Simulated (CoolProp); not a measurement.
The numbers come from the reference Helmholtz-energy equation of state, Lemmon 2006 in CoolProp. It is a short technical equation, of lower accuracy than the large ones.

### Question
For isopentane, give the phase and the cp (kJ/(kg K)) at 426.9 K and 1.01 bar.

### Answer
- 426.9 K and 1.01 bar: gas; cp 2.25
